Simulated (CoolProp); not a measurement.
The fluid at 298.15 K and 0.0454 MPa is throttled through a valve to 0.00877 MPa with no heat exchange. The same conditions are run with several fluids, on thermodynamics alone (safety and materials aside).

The numbers come from the reference Helmholtz-energy equation of state of each fluid (R365MFC: Lemmon 2016; n-perfluorobutane: Gao 2022; neopentane: Lemmon 2006; R11: Jacobsen 1992; carbon dioxide: Span 1996) in CoolProp.

Question: Rank R365MFC, n-perfluorobutane, neopentane, R11, carbon dioxide by temperature change (K), highest first.

Answer: carbon dioxide (-0.4), n-perfluorobutane (-0.5), neopentane (-0.9), R365MFC (-1.3), R11 (-1.4)

```
fluid              final density (kg/m³)
-----------------  ---------------------
R365MFC                            0.528
n-perfluorobutane                  0.846
neopentane                         0.257
R11                                0.490
carbon dioxide                     0.156
```
